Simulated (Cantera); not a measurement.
A closed system holds: 1 mol Si3N4, a varied amount of HF, equilibrated at 1225 K and 0.0140 bar.

Method: chemical equilibrium by Gibbs-energy minimisation in Cantera with the NASA 1993 tables (ideal gas, pure condensed phases). Candidate condensed phases: Si, Si3N4; 37 gas species. Kinetics and transport are ignored.

### Question
Which condensed phases are stable at each of these points (n(HF) (mol)): 1.9, 9.7, 18, 25, 33, 41, 49, 57?

### Answer
```csv
n(HF) (mol),condensed phases,Si condensed (%)
1.9,Si3N4(s),84.2
9.7,Si3N4(s),19.1
18,gas only,0.0
25,gas only,0.0
33,gas only,0.0
41,gas only,0.0
49,gas only,0.0
57,gas only,0.0
```

From 1.9 mol HF to 9.7 mol HF the condensed part is Si3N4(s). From 18 mol HF to 57 mol HF nothing is condensed.
